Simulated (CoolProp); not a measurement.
Vapour-liquid equilibrium of carbon dioxide (1) + CH2F2 (R32) (2) at 231 K; x and y are mole fractions of (1).

Model: multi-fluid Helmholtz-energy mixture model, Span 1996 and Tillner-Roth 1997; pair parameters Bell 2016, in CoolProp.

### Question
Give the bubble pressure and the first vapour's composition at x = 0.05, 0.65, 0.8. Is there an azeotrope?

### Answer
x = 0.05: 200.3 kPa, y = 0.228; x = 0.65: 662.7 kPa, y = 0.898; x = 0.8: 773.6 kPa, y = 0.946. No azeotrope shows between x = 0.05 and 0.95.

The pair parameters rest on a limited set of measurements; away from them the model extrapolates.
